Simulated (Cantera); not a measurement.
Charge: 1 mol C3H8, 2.9 mol H2, 1.3 mol N2, at 13300 Pa.

These are equilibrium values from Cantera (NASA tables, ideal gas, pure condensed phases), not measurements of a reactor. Candidate condensed phases: C, C6H6, C7H8, C8H18; 110 gas species. Ions and electrons are included (thermal ionisation). Equilibrium is a limit: real reactors are often held back by kinetics, nucleation or transport. All values below are at 4500 K.

Base state: H 0.767, C 0.130, N2 0.0613, CN 0.0179, C2 0.00775, H2 0.00657, N 0.00610, C3 0.00153 (mole fractions); condensed: gas only.

### Question
What changes in the equilibrium state with this change: pressure from 13300 Pa to 10000 Pa?

### Answer
```
species    before     after
-------  --------  --------
H           0.767     0.766
C           0.130     0.136
N2         0.0613    0.0613
CN         0.0179    0.0162
H2        0.00657   0.00491
C2H      0.000396  0.000242
C3        0.00153  0.000983
HCN      0.000577  0.000391
```
